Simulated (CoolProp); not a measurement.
The fluid at 293.15 K and 13.5 MPa is throttled through a valve to 6.33 MPa with no heat exchange. The same conditions are run with several fluids, on thermodynamics alone (safety and materials aside).

Computed with CoolProp (reference Helmholtz-energy equation of state of each fluid (oxygen: Schmidt 1985; dry air: Lemmon 2000; ethylene: Smukala 2000; methane: Setzmann 1991; normal hydrogen: Leachman 2009)). Blends and air are pseudo-pure fits.

### Question
Rank oxygen, dry air, ethylene, methane, normal hydrogen by temperature change (K), highest first.

### Answer
normal hydrogen (+2.5), ethylene (-9.4), dry air (-12.0), oxygen (-16.1), methane (-26.5)

```tsv
fluid	final density (kg/m³)
oxygen	92.6
dry air	80.1
ethylene	329
methane	54.6
normal hydrogen	5.00
```
